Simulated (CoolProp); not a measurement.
Vapour-liquid equilibrium of n-perfluorobutane (1) + R365MFC (2) at 0.706 MPa; x and y are mole fractions of (1).

Model: multi-fluid Helmholtz-energy mixture model, Gao 2022 and Lemmon 2016; pair parameters Bell 2016, in CoolProp.

```
x     bubble temperature, mixture model (°C)  bubble temperature, Raoult's law (°C)  y, mixture model  y, Raoult's law
----  --------------------------------------  -------------------------------------  ----------------  ---------------
0.05                                       ?                                  103.8             0.231            0.136
0.15                                    82.6                                   96.5                 ?            0.350
0.25                                       ?                                   90.2             0.601            0.511
0.35                                    70.6                                   84.6                 ?            0.634
0.45                                       ?                                   79.6             0.711            0.729
0.55                                       ?                                   75.1             0.750            0.804
0.65                                    63.6                                   71.0             0.790            0.865
0.75                                    61.9                                   67.3                 ?            0.913
0.85                                    60.6                                   63.8                 ?            0.953
0.95                                    59.5                                   60.7             0.958            0.986
```

Problem. Complete the blanks.

Solution. 
- 0.05, bubble temperature, mixture model (°C): 96.9
- 0.15, y, mixture model: 0.484
- 0.25, bubble temperature, mixture model (°C): 75.0
- 0.35, y, mixture model: 0.666
- 0.45, bubble temperature, mixture model (°C): 67.6
- 0.55, bubble temperature, mixture model (°C): 65.4
- 0.75, y, mixture model: 0.834
- 0.85, y, mixture model: 0.889

The largest gap from Raoult's law is -15.2 K in bubble temperature, at x = 0.25. No azeotrope shows between x = 0.05 and 0.95.

The pair parameters rest on a limited set of measurements; away from them the model extrapolates.
